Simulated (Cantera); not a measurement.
An isothermal, constant-pressure homogeneous reactor starts with 17.4 % H2, 57.9 % O2, 24.3 % N2, 0.342 % H2O, at 1448 K and 20.0 Torr.

Detailed kinetics in Cantera: GRI-Mech 3.0 (53 species, 325 reactions). Radical loss at walls, strong at low pressure, is not modelled. The temperature is held fixed by assumption; the heat of reaction is taken as removed at once.

One state of this run: x H2 = 0.00967; x O2 = 0.474; x H2O2 = 2.69e-7; x OH = 0.0161; x NO2 = 1.55e-11; x H = 0.0469. x: mole fraction; the columns are a selection and need not sum to one.

Question: Which value of t (s) does it belong to?
A) 0.00106
B) 1.62e-5
C) 0.0697
D) 0.565

Answer: A, 0.00106
